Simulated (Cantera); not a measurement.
Charge: 1 mol C₆H₆, 0.37 mol CO₂, held at 101000 Pa.

Method: chemical equilibrium by Gibbs-energy minimisation in Cantera with the NASA 1993 tables (ideal gas, pure condensed phases). Candidate condensed phases: C, C₆H₆, C₇H₈, C₈H₁₈, H₂O; 131 gas species. Ions and electrons are included (thermal ionisation). The numbers say what is thermodynamically allowed, not how fast it happens.

**Question.** What share of the C ends up in condensed phases as a function of T (K), at 2000, 2500, 3000, 3500, 4000, 4500, 5000?

**Answer.** 
```json
[
 {"T (K)": "2000", "C condensed (%)": "88.3", "as": "C(graphite)"},
 {"T (K)": "2500", "C condensed (%)": "87.4", "as": "C(graphite)"},
 {"T (K)": "3000", "C condensed (%)": "82.8", "as": "C(graphite)"},
 {"T (K)": "3500", "C condensed (%)": "62.8", "as": "C(graphite)"},
 {"T (K)": "4000", "C condensed (%)": "0.0", "as": "-"},
 {"T (K)": "4500", "C condensed (%)": "0.0", "as": "-"},
 {"T (K)": "5000", "C condensed (%)": "0.0", "as": "-"}
]
```
